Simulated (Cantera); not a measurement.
A Cantera script and what it prints.

```python
import numpy as np
import cantera as ct

gas_names = """
    AL ALH ALN ALO ALOH ALO2 ALO2H AL2 AL2O AL2O2 H HALO HNO HNO2 HNO3 HO2 H2 H2O H2O2 N NH NH2 NH3
    NH2OH NO NO2 NO3 N2 N2H2 N2H4 N2O O OH O2 O3
""".split()
cond_names = """
    AL(cr) AL(L) ALN(s) AL2O3(a) AL2O3(L) H2O(s) H2O(L)
""".split()


# ... load() reads the species with a 1 bar reference pressure and builds the phases ...
atoms = {
    'AlN': {'AL': 1, 'N': 1},
    'H2O': {'H': 2, 'O': 1},
}
top_T = {'ALN(s)': 2750}  # K; cautious upper limits of use, not melting points


# ... equilibrate(T, P, feed) seeds the gas with the atoms and calls Mixture.equilibrate('TP', solver="vcs", rtol=1e-11, max_steps=5000) ...
results = []
feed = {'AlN': 1, 'H2O': 0.17}  # mol
P = 17  # Pa
for T in [1273, 1323, 1373, 1423, 1473, 1523, 1573, 1623, 1673, 1723]:
    mix = equilibrate(T, P, feed)
    results.append((T, P, feed, dict(zip(mix.species_names, mix.species_moles))))

top = {s: max(r[3][s] / sum(r[3][g] for g in gas_names) for r in results) for s in gas_names}
cols = sorted((s for s in top if top[s] > 0.0001), key=lambda s: -top[s])[:9]
seen = [c for c in cond_names if any(r[3].get(c, 0) > 1e-12 for r in results)]
print("log10 of partial pressures in bar; condensed amounts in mol")
print(f"{'T/K':>10s}" + "".join(f"{s[:9]:>10s}" for s in cols + seen))
for T, P, feed, n in results:
    ng = sum(n[g] for g in gas_names)
    print(f"{T:10.4g}" + "".join(f"{np.log10(max(n[s] / ng * P / 1e5, 1e-99)):10.3f}" for s in cols)
          + "".join(f"{n.get(c, 0):10.4g}" for c in seen))
```

It prints:

```
log10 of partial pressures in bar; condensed amounts in mol
       T/K        H2        N2        AL      AL2O         H       ALH    ALN(s)  AL2O3(a)
      1273    -3.895    -4.372   -11.987   -14.293    -8.094   -13.401    0.8867   0.05667
      1323    -3.895    -4.372   -10.996   -13.023    -7.747   -12.522    0.8867   0.05667
      1373    -3.895    -4.372   -10.077   -11.848    -7.425   -11.708    0.8867   0.05667
      1423    -3.895    -4.372    -9.224   -10.757    -7.125   -10.953    0.8867   0.05667
      1473    -3.895    -4.372    -8.430    -9.741    -6.845   -10.249    0.8867   0.05667
      1523    -3.895    -4.372    -7.688    -8.794    -6.584    -9.592    0.8866   0.05667
      1573    -3.896    -4.372    -6.994    -7.909    -6.339    -8.979    0.8865   0.05666
      1623    -3.899    -4.372    -6.344    -7.079    -6.110    -8.404    0.8859   0.05663
      1673    -3.908    -4.370    -5.734    -6.302    -5.897    -7.869    0.8832   0.05644
      1723    -3.940    -4.359    -5.165    -5.577    -5.709    -7.382    0.8714   0.05537
```

Cantera equilibrium calculation (NASA polynomials, part measured and part estimated; ideal gas, pure solids and liquids). Mutual solubility and eutectic melting of coexisting phases are not modelled. The tables' values for AlOH are old estimates; treat these amounts as uncertain.
